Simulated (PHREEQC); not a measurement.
0.36 g of hydrous ferric oxide (600 m²/g; 0.2 weak and 0.005 strong sites per Fe, Dzombak-Morel constants, diffuse double layer) in 1 kg of water with 0.3 mol/kgw of an inert sodium salt and 1.5e-05 mol CaCl2 and 9.8e-07 mol NaH2PO4, at 25 °C; the pH is set by adding NaOH or the inert anion's acid. O2 is buffered at 0.21 atm. CO2 from the air is kept out. Nothing may precipitate in this run.

The series has 13 steps of pH, from 4 to 10.

Computed with PHREEQC (ion-association model, wateq4f.dat).

**Question.** Near which pH is half of the Ca sorbed, and on which side is more sorbed?

**Answer.** Near pH 8.5, with more sorbed at higher pH.

**Question.** Near which pH is half of the P sorbed, and on which side is more sorbed?

**Answer.** Near pH 9.3, with more sorbed at lower pH.

H3PO4, which wateq4f.dat lacks, is added to it with the constant of phreeqc.dat.
